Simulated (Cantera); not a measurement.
An isothermal plug-flow reactor at 700 K and 345 Torr (inlet), inlet velocity 2.7 m/s, active area per volume 640 1/m; feed H₂ : O₂ : N₂ = 0.025 : 0.064 : 0.79 (molar parts), equivalence ratio 0.20.

Cantera simulation using Deutschmann's 1995 Pt surface mechanism with GRI-Mech 3.0 gas chemistry; the numbers are that mechanism's predictions, not measurements. Catalytic surfaces can have several steady states; this one follows from the mechanism file's or the stated starting coverage. Mass transfer to the wall is taken as infinitely fast.

### Question
What does this change do: temperature 700 to 600 K?

### Answer
```tsv
quantity	before	after
x(H₂) at z = 0.087 m	6.32e-8	4.61e-5
x(O₂) at z = 0.087 m	0.0594	0.0595
x(H₂O) at z = 0.087 m	0.0289	0.0288
θ(free Pt) at the exit	0.0140	0.00230
θ(O*) at the exit	0.983	0.995
θ(OH*) at the exit	0.00264	0.00237
```

### Question
What does this change do: temperature 700 to 550 K?

### Answer
```json
[
 {"quantity": "x(H₂) at z = 0.087 m", "before": "6.32e-8", "after": "6.37e-5"},
 {"quantity": "x(O₂) at z = 0.087 m", "before": "0.0594", "after": "0.0595"},
 {"quantity": "x(H₂O) at z = 0.087 m", "before": "0.0289", "after": "0.0288"},
 {"quantity": "θ(free Pt) at the exit", "before": "0.0140", "after": "0.00174"},
 {"quantity": "θ(O*) at the exit", "before": "0.983", "after": "0.995"},
 {"quantity": "θ(OH*) at the exit", "before": "0.00264", "after": "0.00339"}
]
```
